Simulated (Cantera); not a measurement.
**Carbothermic reduction: Cu₂O + C + CO**

A closed system holds: 1 mol Cu₂O, 0.48 mol C, 0.021 mol CO, held at 1248 K and 6.80 bar.

These are equilibrium values from Cantera (NASA tables, ideal gas, pure condensed phases), not measurements of a reactor. Candidate condensed phases: C, Cu, CuO, Cu₂O; 15 gas species. Mutual solubility and eutectic melting of coexisting phases are not modelled. Rates play no part.

```json
{
  "x(CO₂)": "1.000",
  "x(CO)": "9.34e-5",
  "n(Cu(s))": "1.96 mol",
  "n(Cu₂O(s))": "0.0190 mol",
  "gas_amount": "0.5010 mol",
  "log10 activity of C(graphite) (absent)": "-9.23"
}
```
